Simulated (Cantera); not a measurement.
Charge: 1 mol SiCl4, 4.4 mol HCl, 0.46 mol H2, at 1423.15 K and 20.0 bar.

Cantera equilibrium calculation (NASA polynomials, part measured and part estimated; ideal gas, pure solids and liquids). Candidate condensed phases: Si; 19 gas species. The tables' values for SiCl3 are old estimates; treat these amounts as uncertain. The numbers say what is thermodynamically allowed, not how fast it happens.

### Question
What is the equilibrium state?

### Answer
```json
{
 "x(HCl)": "0.753",
 "x(SiCl4)": "0.168",
 "x(H2)": "0.0767",
 "x(SiHCl3)": "0.00133",
 "x(SiCl3)": "0.000834",
 "x(SiCl2)": "1.63e-5",
 "x(Cl)": "3.31e-6",
 "x(SiH2Cl2)": "1.61e-6",
 "gas_amount": "5.863 mol",
 "log10 activity of Si(s) (absent)": "-6.13"
}
```
